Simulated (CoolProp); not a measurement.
Vapour-liquid equilibrium of n-hexane (1) + ethylbenzene (2) at 2.49 bar; x and y are mole fractions of (1).

Values from CoolProp's multi-fluid Helmholtz-energy mixture model, Thol 2019 and Zhou 2012; pair parameters Bell 2016.

Give the bubble temperature and the first vapour's composition at x = 0.575, 0.725, 0.875. Is there an azeotrope?

x = 0.575: 390.2 K, y = 0.876; x = 0.725: 383.6 K, y = 0.929; x = 0.875: 377.9 K, y = 0.970. No azeotrope shows between x = 0.05 and 0.95.

The pair parameters rest on a limited set of measurements; away from them the model extrapolates.
